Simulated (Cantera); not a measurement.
An isothermal, constant-pressure homogeneous reactor starts with CH₄ : H₂ = 1 : 45 (molar parts), at 1725 K and 6000 Pa. Integrator tolerance rtol = 1e-08.

Computed with Cantera and GRI-Mech 3.0 (53 species, 325 reactions). GRI-Mech 3.0 stops at C3 and has no aromatics, soot or wall deposition, so with more carbon than oxygen in the feed, carbon stays in small species such as C2H2 where larger ones or solid carbon would form.

| quantity | before | after |
|---|---|---|
| x(CH₄) at 1.00 s | 0.00637 (gas-phase equilibrium 0.000618) | 0.00294 (gas-phase equilibrium 0.000280) |
| x(H₂) at 1.00 s | 0.985 (gas-phase equilibrium 0.988) | 0.996 (gas-phase equilibrium 0.997) |
| x(CH₃) at 1.00 s | 9.63e-5 (gas-phase equilibrium 9.61e-6) | 4.49e-5 (gas-phase equilibrium 4.33e-6) |
| x(C₂H₄) at 1.00 s | 2.09e-5 (gas-phase equilibrium 2.44e-5) | 2.41e-6 (gas-phase equilibrium 4.91e-6) |
| x(H) at 1.00 s | 0.000737 (gas-phase equilibrium 0.000759) | 0.000751 (gas-phase equilibrium 0.000762) |

**Question.** Name the change that produced these shifts.
A. pressure from 6000 Pa to 96000 Pa
B. CH4 1 to 0.2 parts
C. H2 45 to 7 parts
D. pressure from 6000 Pa to 160 Pa

**Answer.** B, CH4 1 to 0.2 parts
